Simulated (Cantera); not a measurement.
## Equilibrium for iron carbonyl, mercury and lead vapours: PbO + H2 + N2

Feed: 1 mol PbO, 1.4 mol H2, 84 mol N2, equilibrated at 1023.15 K.

Cantera equilibrium calculation (NASA polynomials, part measured and part estimated; ideal gas, pure solids and liquids). Candidate condensed phases: H2O, Pb, PbO, PbO2, Pb3O4; 27 gas species. The numbers say what is thermodynamically allowed, not how fast it happens.

From 0.0750 Torr to 0.510 Torr nothing is condensed. From 3.45 Torr to 7500 Torr the condensed part is Pb(l). The main Pb-bearing gas is Pb throughout.

```tsv
P (Pa)	x N2	x H2O	x Pb	x H2	x NH3	x PbO	x H	n Pb(l)
10	0.972	0.0116	0.0116	0.00463	1.56e-11	1.12e-7	2.83e-8	0
68	0.972	0.0116	0.0116	0.00463	1.06e-10	1.12e-7	1.08e-8	0
460	0.978	0.0116	0.00581	0.00466	7.24e-10	5.61e-8	4.18e-9	0.500
3200	0.983	0.0117	0.000836	0.00468	5.09e-9	8.07e-9	1.59e-9	0.929
22000	0.983	0.0117	0.000122	0.00468	3.50e-8	1.17e-9	6.06e-10	0.990
150000	0.984	0.0117	1.78e-5	0.00468	2.39e-7	1.72e-10	2.32e-10	0.998
1000000	0.984	0.0117	2.67e-6	0.00468	1.59e-6	2.58e-11	8.99e-11	1.000
```
x: gas mole fraction; n: condensed amount in mol.
